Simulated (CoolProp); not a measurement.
A single-stage vapour-compression cycle with the fluid: evaporating at 242.15 K (dew point), condensing at 271.15 K (bubble point), superheat 8 K, subcooling 8 K, compressor efficiency 0.65, no pressure losses. The same conditions are run with several fluids, on thermodynamics alone (safety and materials aside).

Computed with CoolProp (reference Helmholtz-energy equation of state of each fluid (ethane: Bücker 2006; ammonia: Gao 2020; R124: de Vries 1995; isobutane: Bücker 2006; ethylene: Smukala 2000; R236FA: Pan 2012)).

| fluid | cooling COP | pressure ratio | discharge temperature (K) | refrigerating effect (kJ/kg) | volumetric capacity (kJ/m³) |
|---|---|---|---|---|---|
| ethane | … | … | … | 343 | 6040 |
| ammonia | 4.83 | 3.50 | … | 1290 | … |
| R124 | 5.15 | 3.57 | 296.6 | … | 448 |
| isobutane | 5.16 | 3.28 | 295.6 | 347 | 441 |
| ethylene | 4.07 | 2.08 | 309.2 | 281 | 9170 |
| R236FA | 5.15 | 4.03 | 290.7 | 155 | 283 |

Question: Some entries are withheld; supply them.

Answer: 
- ethane, cooling COP: 4.61
- ethane, pressure ratio: 2.20
- ethane, discharge temperature (K): 304.8
- ammonia, discharge temperature (K): 375.0
- ammonia, volumetric capacity (kJ/m³): 1230
- R124, refrigerating effect (kJ/kg): 158
